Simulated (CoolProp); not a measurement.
R124 at 394.06 K and 5.33 MPa is throttled through a valve to 2.84 MPa with no heat exchange. Each further row changes one setting.

Model: reference Helmholtz-energy equation of state, de Vries 1995, in CoolProp.

```
case                       temperature change (K)                       final phase  final density (kg/m³)
-------------------------  ----------------------  --------------------------------  ---------------------
as stated                                   -11.7                        (withheld)                    610
outlet pressure 0.852 MPa                   -67.2  two-phase, vapour fraction 0.692             (withheld)
outlet pressure 3.69 MPa               (withheld)                            liquid                    879
```

Some entries are withheld; supply them.


- as stated, final phase: two-phase, vapour fraction 0.172
- outlet pressure 0.852 MPa, final density (kg/m³): 74.8
- outlet pressure 3.69 MPa, temperature change (K): -3.8
